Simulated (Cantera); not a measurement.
**Low-pressure radical oxidation in H2/O2**

An isothermal, constant-pressure homogeneous reactor starts with H2 : O2 = 0.42 : 1 (molar parts), equivalence ratio 0.21, at 1125 K and 4.50 Torr.

Computed with Cantera and GRI-Mech 3.0 (53 species, 325 reactions). Radical loss at walls, strong at low pressure, is not modelled. The temperature is held fixed by assumption; the heat of reaction is taken as removed at once.

| t (s) | x H2 | x O2 | x HO2 | x H2O | x H | x O | x OH |
|---|---|---|---|---|---|---|---|
| 6.00e-5 | 0.296 | 0.704 | 1.14e-9 | 8.63e-11 | 1.08e-9 | 1.47e-10 | 1.08e-10 |
| 0.000258 | 0.296 | 0.704 | 4.89e-9 | 4.09e-9 | 6.72e-9 | 2.25e-9 | 1.22e-9 |
| 0.00111 | 0.296 | 0.704 | 2.26e-8 | 9.86e-7 | 7.15e-7 | 2.91e-7 | 1.47e-7 |
| 0.00477 | 0.0234 | 0.566 | 4.98e-6 | 0.205 | 0.127 | 0.0676 | 0.0104 |
| 0.0205 | 0.0128 | 0.592 | 5.92e-6 | 0.263 | 0.0723 | 0.0513 | 0.00837 |
| 0.0881 | 0.00248 | 0.644 | 5.91e-6 | 0.337 | 0.00492 | 0.00846 | 0.00376 |
| 0.379 | 8.56e-5 | 0.652 | 1.21e-6 | 0.347 | 3.06e-5 | 0.000289 | 0.000694 |
| 1.63 | 5.91e-6 | 0.653 | 1.29e-7 | 0.347 | 5.81e-7 | 2.06e-5 | 0.000186 |
| 7.00 | 7.98e-7 | 0.653 | 2.07e-8 | 0.347 | 2.98e-8 | 2.84e-6 | 6.90e-5 |
x: mole fraction; the columns are a selection and need not sum to one.

Equilibrium at this temperature and pressure: H2 1.35e-8, O2 0.653, HO2 6.69e-9, H2O 0.347, H 6.70e-11, O 4.85e-8, OH 9.00e-6 (gas phase only).
